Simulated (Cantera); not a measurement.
Predominance diagram of Ca at 1725 K against the partial pressures of O2 and Cl2 (log10, bar). Source: NASA polynomial tables (part measured, part estimated), evaluated in Cantera. Candidates: Ca(l), CaCl2(l), CaO(s). Only these pure phases compete in this equilibrium. Not in the tables: oxide halides.

### Question
Which phase is stable at these pairs, and which metal-bearing vapour leads over it? (-14.7, -2.5); (-9, -8.3); (-10.6, -1.3); (-5.7, -2.5); (-6.5, -13); (-2.5, -13); (-1.6, -10.7)

### Answer
```json
[
 {"log p(O2)": "-14.7", "log p(Cl2)": "-2.5", "phase": "CaCl2(l)", "chief vapour": "CaCl2", "log p (bar)": "-1.6"},
 {"log p(O2)": "-9", "log p(Cl2)": "-8.3", "phase": "CaO(s)", "chief vapour": "CaCl2", "log p (bar)": "-2.3"},
 {"log p(O2)": "-10.6", "log p(Cl2)": "-1.3", "phase": "CaCl2(l)", "chief vapour": "CaCl2", "log p (bar)": "-1.6"},
 {"log p(O2)": "-5.7", "log p(Cl2)": "-2.5", "phase": "CaCl2(l)", "chief vapour": "CaCl2", "log p (bar)": "-1.6"},
 {"log p(O2)": "-6.5", "log p(Cl2)": "-13", "phase": "CaO(s)", "chief vapour": "CaCl2", "log p (bar)": "-8.2"},
 {"log p(O2)": "-2.5", "log p(Cl2)": "-13", "phase": "CaO(s)", "chief vapour": "CaCl2", "log p (bar)": "-10.2"},
 {"log p(O2)": "-1.6", "log p(Cl2)": "-10.7", "phase": "CaO(s)", "chief vapour": "CaCl2", "log p (bar)": "-8.4"}
]
```
